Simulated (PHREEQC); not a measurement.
Solution (90 °C): 1.65 mmol/kgw Na2SiF6. Closed to the air; pH follows from the charge balance.

All values are PHREEQC results (ion-association model, phreeqc.dat), not measurements.

**Question.** The ionic strength comes out as 0.00384 mol/kgw. What activity coefficients do HF2-, Na+, H+, SiF6-2, F- get?

**Answer.** HF2- 0.93, Na+ 0.93, H+ 0.93, SiF6-2 0.74, F- 0.92.

No solid was allowed to form. Saturation is exceeded, for instance for Quartz (slow to form), Chalcedony (slow to form); the values hold only as long as no solid forms. Constants without temperature data keep their 25 °C values here. SiF6-2 is the database's only silicon fluoride.
